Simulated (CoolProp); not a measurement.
Normal hydrogen at 354.98 K and 0.9 MPa flows at 0.81 m/s in a round tube of 2 mm bore and 1.5 µm roughness, fully developed (64/Re and Nu = 3.66 if laminar; Colebrook and Gnielinski if turbulent). Each further row changes one setting.

Values from CoolProp's reference Helmholtz-energy equation of state, Leachman 2009.

| case | Reynolds number | Darcy friction factor | pressure drop (Pa/m) | heat-transfer coefficient (W/(m² K)) | mass flow (kg/h) |
|---|---|---|---|---|---|
| as stated | 98.7 | 0.649 | 65.1 | 389 | … |
| velocity 1.62 m/s | 197 | 0.324 | 130 | 389 | 0.0112 |
| diameter 4 mm | 197 | 0.324 | … | … | … |

Question: What belongs in the gaps?

Answer: 
- as stated, mass flow (kg/h): 0.00560
- diameter 4 mm, pressure drop (Pa/m): 16.3
- diameter 4 mm, heat-transfer coefficient (W/(m² K)): 195
- diameter 4 mm, mass flow (kg/h): 0.0224

Viscosity comes from a separate model (Muzny 2013). Thermal conductivity comes from a separate model (Assael 2011).
